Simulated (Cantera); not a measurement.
A counterflow diffusion flame at 428 Torr, nozzles 20 mm apart: fuel side CH₄ = 1 (molar parts) at 450 K, oxidiser side O₂ : N₂ = 0.24 : 0.76 (molar parts) at 750 K, fuel mass flux 0.81 times the oxidiser's; mixture-averaged transport, no radiation.

Computed with Cantera and GRI-Mech 3.0 (53 species, 325 reactions). GRI-Mech 3.0 has no aromatics or soot, which form on the fuel side of real flames. The maximum strain rate includes the flame's own expansion and is several times the mean.

x: mole fraction; the columns are a selection and need not sum to one.

```csv
oxidiser flux (kg/m²/s),max strain (1/s),mean strain (1/s),T max (K),peak x OH,peak x H,peak x NO,peak x CO,peak x C₂H₂
0.14,?,49.6,2264,0.0141,0.00841,0.000440,0.0829,0.0204
0.24,?,85.1,2241,0.0138,0.00890,0.000377,0.0801,0.0192
0.39,?,138,2225,0.0135,0.00939,0.000324,0.0783,0.0183
0.64,?,227,2202,0.0131,0.00970,0.000262,0.0766,0.0170
1.1,?,390,2169,0.0122,0.00979,0.000187,0.0751,0.0150
1.8,?,638,2129,0.0111,0.00948,0.000120,0.0745,0.0124
2.9,?,1030,2068,0.00942,0.00837,5.94e-5,0.0740,0.00870
```

**Question.** Some entries are withheld; supply them.

**Answer.** 
- 0.14, max strain (1/s): 230
- 0.24, max strain (1/s): 373
- 0.39, max strain (1/s): 580
- 0.64, max strain (1/s): 913
- 1.1, max strain (1/s): 1500
- 1.8, max strain (1/s): 2360
- 2.9, max strain (1/s): 3660
